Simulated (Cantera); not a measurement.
A perfectly stirred reactor is fed with H2 : O2 : N2 = 0.53 : 1 : 15 (molar parts), at 0.118 atm; it is held at 1375 K, and followed from long to short residence time.

Model: the H2/O2 subset of GRI-Mech 3.0, which has no nitrogen chemistry, integrated in Cantera.

**Question.** What does this change do: O2 1 to 0.47 parts?

**Answer.** 
```
quantity                 before     after
---------------------  --------  --------
x(H2) at τ = 2.00 s     7.04e-5  0.000213
x(O2) at τ = 2.00 s      0.0451    0.0130
x(H) at τ = 2.00 s      3.22e-5  0.000108
x(OH) at τ = 2.00 s    0.000322  0.000322
x(HO2) at τ = 2.00 s    5.01e-7   3.28e-7
x(H2) at τ = 89.0 ms   0.000509   0.00135
x(O2) at τ = 89.0 ms     0.0447    0.0134
x(H) at τ = 89.0 ms    0.000661   0.00185
x(OH) at τ = 89.0 ms   0.000879  0.000824
x(HO2) at τ = 89.0 ms   1.30e-6   5.44e-7
```
